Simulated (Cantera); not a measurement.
Input (Python, Cantera):

```python
import numpy as np
import cantera as ct

gas = ct.Solution("gri30.yaml")


def delay(T, t_max=10):
    gas.TPX = T, 110000, {'CH3OH': 1, 'O2': 2.27, 'N2': 8.55}
    reactor = ct.IdealGasReactor(gas, clone=False)
    net = ct.ReactorNet([reactor])
    net.rtol, net.atol = 1e-8, 1e-16
    while net.time < t_max:
        t_old, T_old = net.time, reactor.T
        net.step()
        if reactor.T > T + 400:  # ignition: a rise of 400 K
            return t_old + (T + 400 - T_old) / (reactor.T - T_old) * (net.time - t_old)
    return np.nan


taus = []
for T in [1000, 1075, 1150, 1225, 1300, 1375, 1450, 1525, 1600, 1675]:
    taus.append(delay(T))
    print(f"T0 = {T:6g} K   tau = {taus[-1]:.4e} s")
```

It prints:

```
T0 =   1000 K   tau = 5.1227e-01 s
T0 =   1075 K   tau = 9.5461e-02 s
T0 =   1150 K   tau = 2.2253e-02 s
T0 =   1225 K   tau = 6.2720e-03 s
T0 =   1300 K   tau = 2.0841e-03 s
T0 =   1375 K   tau = 8.0064e-04 s
T0 =   1450 K   tau = 3.4937e-04 s
T0 =   1525 K   tau = 1.6998e-04 s
T0 =   1600 K   tau = 9.0406e-05 s
T0 =   1675 K   tau = 5.1614e-05 s
```

Computed with Cantera and GRI-Mech 3.0 (53 species, 325 reactions). GRI-Mech 3.0 was tuned for natural gas; its chemistry of methanol as a main component is partial and can be far from experiment.
